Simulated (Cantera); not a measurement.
Charge: 1 mol SiH2Cl2, 0.0053 mol Cl2, 69 mol N2, held at 13300 Pa.

Equilibrium computed with Cantera from the NASA thermochemical tables; the gas is ideal and each condensed phase is pure. Candidate condensed phases: NH4Cl, Si, Si3N4; 28 gas species. N2 is the only nitrogen source here; it is nearly inert below about 1500 K, so the nitride shown seldom forms there in practice. The tables' values for SiCl3 are old estimates; treat these amounts as uncertain. The numbers say what is thermodynamically allowed, not how fast it happens.

x: gas mole fraction; n: condensed amount in mol.

| T (K) | x N2 | x HCl | x H2 | x SiCl2 | x SiCl4 | n Si3N4(s) |
|---|---|---|---|---|---|---|
| 1100 | 0.973 | 0.0213 | 0.00355 | 9.94e-7 | 0.00180 | 0.291 |
| 1150 | 0.973 | 0.0216 | 0.00343 | 3.70e-6 | 0.00173 | 0.292 |
| 1200 | 0.973 | 0.0218 | 0.00333 | 1.23e-5 | 0.00166 | 0.293 |
| 1250 | 0.973 | 0.0219 | 0.00325 | 3.66e-5 | 0.00157 | 0.293 |
| 1300 | 0.973 | 0.0220 | 0.00320 | 9.92e-5 | 0.00147 | 0.293 |
| 1350 | 0.973 | 0.0220 | 0.00320 | 0.000244 | 0.00132 | 0.291 |
| 1400 | 0.973 | 0.0219 | 0.00327 | (withheld) | (withheld) | 0.285 |
| 1450 | 0.973 | 0.0215 | 0.00345 | (withheld) | (withheld) | 0.276 |
| 1500 | 0.972 | 0.0208 | 0.00379 | 0.00187 | 0.000560 | 0.263 |
| 1550 | 0.972 | 0.0197 | 0.00433 | 0.00288 | 0.000320 | 0.244 |

Complete the blanks.


- 1400, x SiCl2: 0.000541
- 1400, x SiCl4: 0.00111
- 1450, x SiCl2: 0.00107
- 1450, x SiCl4: 0.000846
